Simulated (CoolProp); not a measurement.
Saturation properties of cyclohexane.

Values from CoolProp's reference Helmholtz-energy equation of state, Zhou 2014.

| T (K) | p (MPa) | liquid density (kg/m³) | enthalpy of vaporisation (kJ/kg) | surface tension (mN/m) | vapour viscosity (µPa s) |
|---|---|---|---|---|---|
| 346.7 | [?] | 726.7 | 361.2 | 18.7 | [?] |
| 359.1 | 0.1183 | 714.1 | 352.8 | 17.3 | 8.21 |
| 371.4 | 0.1667 | 701.4 | 344.1 | 15.9 | 8.46 |
| 383.8 | 0.2298 | 688.2 | [?] | [?] | 8.72 |
| 396.2 | 0.3095 | 674.7 | 325.5 | 13.2 | 9.00 |
| 408.5 | 0.4077 | 660.9 | 315.6 | 12.0 | 9.29 |
| 420.9 | 0.5286 | 646.5 | 305.0 | 10.7 | 9.61 |
| 433.3 | 0.6742 | 631.4 | 293.8 | 9.44 | 9.96 |
| 445.6 | 0.8461 | 615.8 | [?] | 8.23 | 10.4 |
| 458 | 1.050 | 599.0 | 268.7 | 7.06 | 10.8 |
| 470.4 | 1.288 | 581.2 | 254.4 | 5.92 | [?] |
| 482.7 | [?] | [?] | 238.7 | 4.84 | 11.9 |
| 495.1 | 1.877 | 540.5 | 221.0 | 3.80 | 12.6 |
| 507.5 | 2.238 | 516.3 | 200.7 | 2.81 | 13.4 |
| 519.8 | 2.646 | 488.2 | 177.0 | 1.90 | 14.4 |

### Question
What belongs in the gaps?

### Answer

- 346.7, p (MPa): 0.08127
- 346.7, vapour viscosity (µPa s): 7.96
- 383.8, enthalpy of vaporisation (kJ/kg): 335.0
- 383.8, surface tension (mN/m): 14.6
- 445.6, enthalpy of vaporisation (kJ/kg): 281.8
- 470.4, vapour viscosity (µPa s): 11.3
- 482.7, p (MPa): 1.561
- 482.7, liquid density (kg/m³): 561.9

It boils at 353.9 K under 1 atm.

Viscosity comes from a separate model (Tariq 2014). Surface tension comes from a separate correlation (Mulero 2012).
